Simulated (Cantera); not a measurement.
Stirred combustor or abatement burner

A perfectly stirred reactor is fed with 4.31 % CO, 0.332 % H2, 3.27 % CH4, 10.2 % O2, 68.5 % N2, 13.4 % H2O, equivalence ratio 0.87, at 1000000 Pa; it is adiabatic with a 475 K inlet, and is followed from long to short residence time, starting on the burning branch (τ in s: 0.16, 0.069, 0.029, 0.012, 0.0052, 0.0022, 0.00093, 0.0004, 0.00017, 7.1e-05, 3e-05, 1.3e-05, 5.4e-06).

Cantera simulation using GRI-Mech 3.0 (53 species, 325 reactions); the numbers are that mechanism's predictions, not measurements.

```
τ (s)    T (K)      x CO      x H2     x CH4   x CO2    x HCO    x N2O
-------  -----  --------  --------  --------  ------  -------  -------
0.16      1585  0.000182   4.48e-5   8.21e-6  0.0774  1.33e-9  2.76e-7
0.069     1583  0.000356   8.22e-5   1.54e-5  0.0772  3.07e-9  3.74e-7
0.029     1579  0.000729  0.000157   3.08e-5  0.0768  7.33e-9  4.81e-7
0.012     1571   0.00160  0.000316   6.80e-5  0.0759  1.79e-8  5.58e-7
0.0052    1550   0.00387  0.000655  0.000177  0.0733  4.27e-8  5.80e-7
0.0022     475    0.0431   0.00332    0.0327  <1e-12   <1e-12   <1e-12
0.00093    475    0.0431   0.00332    0.0327  <1e-12   <1e-12   <1e-12
0.00040    475    0.0431   0.00332    0.0327  <1e-12   <1e-12   <1e-12
0.00017    475    0.0431   0.00332    0.0327  <1e-12   <1e-12   <1e-12
7.1e-5     475    0.0431   0.00332    0.0327  <1e-12   <1e-12   <1e-12
3.0e-5     475    0.0431   0.00332    0.0327  <1e-12   <1e-12   <1e-12
1.3e-5     475    0.0431   0.00332    0.0327  <1e-12   <1e-12   <1e-12
5.4e-6     475    0.0431   0.00332    0.0327  <1e-12   <1e-12   <1e-12
```
x: mole fraction; the columns are a selection and need not sum to one.
